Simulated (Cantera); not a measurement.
A perfectly stirred reactor is fed with 36.9 % H2, 11.5 % O2, 49.4 % N2, 2.18 % H2O, equivalence ratio 1.6, at 5.00 bar; it is adiabatic with a 548 K inlet, and is followed from long to short residence time, starting on the burning branch (τ in s: 0.35, 0.16, 0.069, 0.03, 0.013, 0.0059, 0.0026, 0.0011, 0.0005, 0.00022, 9.8e-05, 4.3e-05, 1.9e-05).

Model: the H2/O2 subset of GRI-Mech 3.0, which has no nitrogen chemistry, integrated in Cantera. The hydrogen kinetics of GRI-Mech 3.0 are dated; newer H2 mechanisms differ, most at raised pressure.

x: mole fraction; the columns are a selection and need not sum to one.

```tsv
τ (s)	T (K)	x H2	x O2	x H2O	x H2O2	x H	x O
0.35	2255	0.156	4.57e-6	0.284	[?]	0.00141	2.42e-6
0.16	2255	0.156	7.74e-6	0.284	[?]	0.00147	2.63e-6
0.069	2254	0.156	1.46e-5	0.284	[?]	0.00160	3.13e-6
0.030	2251	0.156	2.76e-5	0.284	[?]	0.00186	4.27e-6
0.013	2247	0.156	5.00e-5	0.284	[?]	0.00236	6.87e-6
0.0059	2241	0.155	8.42e-5	0.283	[?]	0.00314	1.22e-5
0.0026	2231	0.155	0.000141	0.282	[?]	0.00442	2.41e-5
0.0011	2214	0.154	0.000241	0.281	[?]	0.00645	5.10e-5
0.00050	2192	0.153	0.000398	0.280	[?]	0.00917	0.000102
0.00022	2158	0.152	0.000677	0.277	[?]	0.0132	0.000205
9.8e-5	2112	0.150	0.00116	0.274	[?]	0.0186	0.000396
4.3e-5	2045	0.148	0.00203	0.269	[?]	0.0260	0.000735
1.9e-5	1958	0.147	0.00361	0.263	[?]	0.0351	0.00126
```

What belongs in the gaps?


- 0.35, x H2O2: 3.75e-9
- 0.16, x H2O2: 4.30e-9
- 0.069, x H2O2: 5.60e-9
- 0.030, x H2O2: 8.41e-9
- 0.013, x H2O2: 1.44e-8
- 0.0059, x H2O2: 2.57e-8
- 0.0026, x H2O2: 4.77e-8
- 0.0011, x H2O2: 8.82e-8
- 0.00050, x H2O2: 1.47e-7
- 0.00022, x H2O2: 2.37e-7
- 9.8e-5, x H2O2: 3.67e-7
- 4.3e-5, x H2O2: 5.74e-7
- 1.9e-5, x H2O2: 9.19e-7
